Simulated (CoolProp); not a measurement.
Model: reference Helmholtz-energy equation of state, Zhou 2012, in CoolProp.

Question: For p-xylene, give the phase and the density (kg/m³), Prandtl number at 431.7 K and 0.101 MPa; 439.5 K and 0.101 MPa.

Answer: 
- 431.7 K and 0.101 MPa: gas; density 3.11, Prandtl number 0.703
- 439.5 K and 0.101 MPa: gas; density 3.04, Prandtl number 0.700

Viscosity comes from a separate model (Balogun 2015). Thermal conductivity comes from a separate model (Mylona 2014).
